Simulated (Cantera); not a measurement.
Source: NASA polynomial tables (part measured, part estimated), evaluated in Cantera. Values are per mole of reaction as written; species without (g) are pure solids or liquids, kept so even where they would boil at 1 bar.

Si + 2 C₃H₈(g) → 4 CH₄(g) + SiC₂(g)

```json
[
 {"T (K)": "300", "ΔH° (kJ)": "526.1", "ΔS° (J/K)": "422.9", "ΔG° (kJ)": "399.2", "log10 K": "-69.50"},
 {"T (K)": "473", "ΔH° (kJ)": "___", "ΔS° (J/K)": "___", "ΔG° (kJ)": "___", "log10 K": "___"},
 {"T (K)": "498", "ΔH° (kJ)": "526.6", "ΔS° (J/K)": "425.1", "ΔG° (kJ)": "315.0", "log10 K": "-33.03"},
 {"T (K)": "523", "ΔH° (kJ)": "___", "ΔS° (J/K)": "___", "ΔG° (kJ)": "___", "log10 K": "___"},
 {"T (K)": "548", "ΔH° (kJ)": "526.0", "ΔS° (J/K)": "423.8", "ΔG° (kJ)": "293.7", "log10 K": "-28.00"},
 {"T (K)": "573", "ΔH° (kJ)": "525.6", "ΔS° (J/K)": "423.1", "ΔG° (kJ)": "283.1", "log10 K": "-25.81"},
 {"T (K)": "598", "ΔH° (kJ)": "525.1", "ΔS° (J/K)": "422.4", "ΔG° (kJ)": "272.6", "log10 K": "-23.81"},
 {"T (K)": "623", "ΔH° (kJ)": "524.7", "ΔS° (J/K)": "421.6", "ΔG° (kJ)": "262.0", "log10 K": "-21.97"},
 {"T (K)": "648", "ΔH° (kJ)": "524.2", "ΔS° (J/K)": "420.8", "ΔG° (kJ)": "251.5", "log10 K": "-20.27"},
 {"T (K)": "673", "ΔH° (kJ)": "523.6", "ΔS° (J/K)": "420.0", "ΔG° (kJ)": "241.0", "log10 K": "-18.70"}
]
```

Problem. Fill in the missing entries.

Solution. 
- 473, ΔH° (kJ): 526.9
- 473, ΔS° (J/K): 425.6
- 473, ΔG° (kJ): 325.6
- 473, log10 K: -35.96
- 523, ΔH° (kJ): 526.3
- 523, ΔS° (J/K): 424.5
- 523, ΔG° (kJ): 304.3
- 523, log10 K: -30.40
